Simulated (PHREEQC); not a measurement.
## Spent oxide etchant: speciation

Solution (25 °C): 0.0046 mol NH4HF2, 0.00011 mol H2SiF6, 0.025 mol HBF4 and 8.6e-06 mol HCl per kg of water. Closed to the air; pH follows from the charge balance.

Model: ion-association model, phreeqc.dat, run in PHREEQC.

Precipitation was switched off in this run.

Problem. What pH does the model give?

Solution. pH 1.74.

Problem. In which forms is B present?

Solution. BF4- 95 %, BF3OH- 3.0 %, H3BO3 2.1 % of the B.

SiF6-2 is the database's only silicon fluoride. Real BF4- forms and hydrolyses slowly; the run takes it at equilibrium.
